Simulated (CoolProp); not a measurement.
The numbers come from the reference Helmholtz-energy equation of state, Platzer 1990 in CoolProp. This equation is an older, rougher fit.

Task: For R21, give the phase and the density (kg/m³), cv (kJ/(kg K)), Joule-Thomson coefficient (K/MPa), isothermal compressibility (1/MPa) at 473 K and 20.6 bar; 473 K and 26.4 bar.

Result: 
- 473 K and 20.6 bar: gas; density 61.5, cv 0.685, Joule-Thomson coefficient 11.2, isothermal compressibility 0.562
- 473 K and 26.4 bar: gas; density 82.7, cv 0.695, Joule-Thomson coefficient 11.6, isothermal compressibility 0.465
